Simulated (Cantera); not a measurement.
Input: 1 mol SiH2Cl2, 0.051 mol O3, 0.41 mol H2, at 1550 °C and 90.0 Torr.

These are equilibrium values from Cantera (NASA tables, ideal gas, pure condensed phases), not measurements of a reactor. Candidate condensed phases: H2O, Si, SiO2; 30 gas species. The tables' values for SiCl3, SiCl are old estimates; treat these amounts as uncertain. Gases not in the tables: Si2H6 and higher silanes. The numbers say what is thermodynamically allowed, not how fast it happens.

Base state: H2 0.452, SiCl2 0.270, HCl 0.202, SiO 0.0601, SiCl3 0.0128, SiCl4 0.000939, H 0.000842, SiHCl3 0.000559 (mole fractions); condensed: Si(l).

Q: What changes in the equilibrium state with this change: O3 from 0.051 to 5.7 mol?

A: 
| species | before | after |
|---|---|---|
| O2 | <1e-9 | 0.734 |
| HCl | 0.202 | 0.159 |
| H2O | 3.74e-6 | 0.0628 |
| H2 | 0.452 | 1.41e-5 |
| SiCl2 | 0.270 | <1e-9 |
| SiCl3 | 0.0128 | <1e-9 |
| SiO | 0.0601 | 6.41e-9 |
| Cl | 0.000287 | 0.0405 |
| OH | <1e-9 | 0.00146 |
| SiCl4 | 0.000939 | <1e-9 |
| Si(l), mol | 0.123 | 0 |
| SiO2(condensed), mol | 0 | 1.000 |
The tables hold silica as quartz up to 1696 K and as liquid above; real silica turns to tridymite and cristobalite and melts near 1996 K.

Q: What changes in the equilibrium state with this change: temperature from 1550 °C to 427 °C?

A: 
| species | before | after |
|---|---|---|
| H2 | 0.452 | 0.718 |
| SiCl4 | 0.000939 | 0.220 |
| SiHCl3 | 0.000559 | 0.0596 |
| SiCl2 | 0.270 | 2.93e-7 |
| SiO | 0.0601 | <1e-9 |
| SiCl3 | 0.0128 | 1.40e-5 |
| HCl | 0.202 | 0.000543 |
| H | 0.000842 | <1e-9 |
| SiCl | 0.000290 | <1e-9 |
| Cl | 0.000287 | <1e-9 |
| Si | 3.69e-5 | <1e-9 |
| SiH2 | 1.59e-5 | <1e-9 |
| Si(l), mol | 0.123 | 0 |
| Si(s), mol | 0 | 0.395 |
| SiO2(α-quartz), mol | 0 | 0.0765 |
The tables' values for SiCl3 are old estimates; treat these amounts as uncertain.
